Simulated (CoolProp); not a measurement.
Values from CoolProp's reference Helmholtz-energy equation of state, Thol 2019.

For decamethylcyclopentasiloxane (D5), give the phase and the density (kg/m³), cv (kJ/(kg K)), Joule-Thomson coefficient (K/MPa), isothermal compressibility (1/MPa) at 263.65 °C and 805 kPa; 294.35 °C and 805 kPa; 309.75 °C and 805 kPa.


- 263.65 °C and 805 kPa: liquid; density 671, cv 1.85, Joule-Thomson coefficient 0.234, isothermal compressibility 0.0194
- 294.35 °C and 805 kPa: liquid; density 613, cv 1.91, Joule-Thomson coefficient 0.806, isothermal compressibility 0.0417
- 309.75 °C and 805 kPa: liquid; density 573, cv 1.93, Joule-Thomson coefficient 1.54, isothermal compressibility 0.0755
